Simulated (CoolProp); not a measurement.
A single-stage vapour-compression cycle with the fluid: evaporating at 306.15 K (dew point), condensing at 338.15 K (bubble point), superheat 5 K, subcooling 8 K, compressor efficiency 0.65, no pressure losses. The same conditions are run with several fluids, on thermodynamics alone (safety and materials aside).

The numbers come from the reference Helmholtz-energy equation of state of each fluid (cyclopentane: Gedanitz 2015; dimethyl carbonate: Zhou 2011; ethanol: Schroeder 2014; sulfur dioxide: Gao 2016; dimethyl ether: Wu 2011; R245fa: Akasaka 2015) in CoolProp.

```csv
fluid,cooling COP,pressure ratio,discharge temperature (K),refrigerating effect (kJ/kg),volumetric capacity (kJ/m³)
cyclopentane,5.92,2.88,357.9,361,576
dimethyl carbonate,5.96,3.92,361.1,375,142
ethanol,5.88,4.72,402.3,857,190
sulfur dioxide,5.63,2.46,400.5,317,4330
dimethyl ether,5.57,2.19,359.1,335,5060
R245fa,5.71,2.69,346.9,158,1730
```
